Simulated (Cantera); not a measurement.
What does this Cantera script print?

```python
import numpy as np
import cantera as ct

gas_names = [...]  # 109 gases of nasa_gas.yaml made of C, Cl, H, Si
cond_names = """
    C(gr) C6H6(L) C7H8(L) C8H18(L),n-octa Si(cr) Si(L) SiC(b)
""".split()


# ... load() reads the species with a 1 bar reference pressure and builds the phases ...
atoms = {
    'CH3SiCl3': {'C': 1, 'H': 3, 'Si': 1, 'CL': 3},
    'HCl': {'H': 1, 'CL': 1},
    'H2': {'H': 2},
}
top_T = {'C(gr)': 4500, 'SiC(b)': 3050}  # K; cautious upper limits of use, not melting points


# ... equilibrate(T, P, feed) seeds the gas with the atoms and calls Mixture.equilibrate('TP', solver="vcs", rtol=1e-11, max_steps=5000) ...
results = []
feed = {'CH3SiCl3': 1, 'HCl': 2.1, 'H2': 1100}  # mol
T = 2173.15  # K
for P in [100, 220, 460, 1000, 2200, 4600, 10000, 22000, 46000, 100000]:
    mix = equilibrate(T, P, feed)
    results.append((T, P, feed, dict(zip(mix.species_names, mix.species_moles))))

top = {s: max(r[3][s] / sum(r[3][g] for g in gas_names) for r in results) for s in gas_names}
cols = sorted((s for s in top if top[s] > 1e-06), key=lambda s: -top[s])[:9]
seen = [c for c in cond_names if any(r[3].get(c, 0) > 1e-12 for r in results)]
print("log10 of partial pressures in bar; condensed amounts in mol")
print(f"{'P/Pa':>10s}" + "".join(f"{s[:9]:>10s}" for s in cols + seen))
for T, P, feed, n in results:
    ng = sum(n[g] for g in gas_names)
    print(f"{P:10.4g}" + "".join(f"{np.log10(max(n[s] / ng * P / 1e5, 1e-99)):10.3f}" for s in cols)
          + "".join(f"{n.get(c, 0):10.4g}" for c in seen))
```

Output:

```
log10 of partial pressures in bar; condensed amounts in mol
      P/Pa        H2         H       HCL        Si        CL C2H2,acet      SiH2       SiH       CH4    SiC(b)
       100    -3.069    -3.851    -5.418    -6.091    -6.336    -6.396    -9.193    -7.957   -10.028         0
       220    -2.705    -3.669    -5.049    -5.743    -6.149    -6.043    -8.481    -7.427    -9.305         0
       460    -2.371    -3.501    -4.712    -5.423    -5.979    -5.715    -7.827    -6.940    -8.641         0
      1000    -2.024    -3.328    -4.363    -5.093    -5.804    -5.374    -7.150    -6.436    -7.949         0
      2200    -1.674    -3.153    -4.012    -4.768    -5.628    -5.031    -6.476    -5.937    -7.254         0
      4600    -1.350    -2.991    -3.687    -4.478    -5.465    -4.714    -5.861    -5.484    -6.608         0
     1e+04    -1.009    -2.821    -3.347    -4.194    -5.296    -4.384    -5.236    -5.029    -5.933         0
   2.2e+04    -0.664    -2.648    -3.002    -4.097    -5.123    -4.233    -4.794    -4.760    -5.340    0.3505
   4.6e+04    -0.343    -2.487    -2.681    -4.012    -4.962    -4.081    -4.388    -4.514    -4.781    0.5373
     1e+05    -0.004    -2.318    -2.342    -3.926    -4.793    -3.914    -3.964    -4.259    -4.190    0.6424
```

Method: chemical equilibrium by Gibbs-energy minimisation in Cantera with the NASA 1993 tables (ideal gas, pure condensed phases). The feed counts by its element totals alone. The tables' values for SiCl are old estimates; treat these amounts as uncertain. Gases not in the tables: Si2H6 and higher silanes.
